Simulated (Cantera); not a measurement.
A freely propagating, adiabatic, planar premixed flame of CH₄ : O₂ : N₂ = 1 : 1.67 : 7.5 (molar parts), unburnt at 550 K and 1.80 bar; multicomponent transport, grid criteria slope 0.08 and curve 0.16, no radiation.

Detailed kinetics in Cantera: GRI-Mech 3.0 (53 species, 325 reactions). Burning velocities carry a grid error of a few per cent, more on coarse grids.

Question: Predict: laminar burning velocity; thermal thickness; peak x(H₂); peak x(H); peak x(CH₂O).

Answer: 
| Item | Value |
|---|---|
| laminar burning velocity | 57.3 cm/s |
| thermal thickness | 0.298 mm |
| peak x(H₂) | 0.0295 |
| peak x(H) | 0.00602 |
| peak x(CH₂O) | 0.00102 |
